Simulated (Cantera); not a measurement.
A closed system holds: 1 mol TiO₂, 0.12 mol MgCl₂, 0.7 mol O₂, equilibrated at 1600 K and 0.113 Torr.

Method: chemical equilibrium by Gibbs-energy minimisation in Cantera with the NASA 1993 tables (ideal gas, pure condensed phases). Candidate condensed phases: Mg, MgCl₂, MgO, MgTiO₃, MgTi₂O₅, Mg₂TiO₄, Ti, TiCl₂, TiCl₃, TiCl₄, TiO, TiO₂, Ti₂O₃, Ti₃O₅, Ti₄O₇; 20 gas species. Mutual solubility and eutectic melting of coexisting phases are not modelled. Condensed phases not in the tables: alloys, solid solutions and most ternary compounds. Rates play no part.

Base state: O₂ 0.730, Cl 0.264, MgCl₂ 0.00388, O 0.00101, Cl₂ 0.000865, ClO 6.02e-5 (mole fractions); condensed: MgTi₂O₅(s) + TiO₂(rutile).

Task: What changes in the equilibrium state with this change: temperature from 1600 K to 2100 K?

Result: 
```
species             before    after
-----------------  -------  -------
O₂                   0.730    0.643
Cl                   0.264    0.256
O                  0.00101   0.0910
TiO₂               1.47e-7  0.00817
Mg                 4.60e-9  0.00141
MgO                  <1e-9  5.28e-5
MgCl               8.72e-8  8.34e-5
MgTi₂O₅(s), mol      0.117        0
TiO₂(rutile), mol    0.767    0.757
MgTi₂O₅(l), mol          0    0.118
```
